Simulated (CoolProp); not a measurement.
C3F8 (R218) along the isotherm 114.55 °C: fugacity coefficient from the reference equation and from simpler models built on Tc = 71.9 °C, pc = 2.640 MPa, ω = 0.317; each cubic takes its own stable root.

Computed with CoolProp (reference Helmholtz-energy equation of state, Lemmon 2006). It is a short technical equation, of lower accuracy than the large ones.

```
p (MPa)          phase  reference  van der Waals  Redlich-Kwong
-------  -------------  ---------  -------------  -------------
0.6                gas     0.9515         0.9496         0.9457
1.2                gas     0.9035              …         0.8929
1.8                gas     0.8560              …         0.8414
2.4                gas     0.8091         0.8006         0.7912
3        supercritical     0.7628              …         0.7420
3.6      supercritical     0.7174         0.6992         0.6940
4.2      supercritical     0.6738         0.6483         0.6477
4.8      supercritical     0.6329         0.6036         0.6053
5.4      supercritical     0.5958              …         0.5686
6        supercritical     0.5635         0.5374         0.5374
6.6      supercritical     0.5357         0.5131         0.5112
```

Task: What belongs in the gaps?

Result: 
- 1.2, van der Waals: 0.8998
- 1.8, van der Waals: 0.8502
- 3, van der Waals: 0.7504
- 5.4, van der Waals: 0.5671
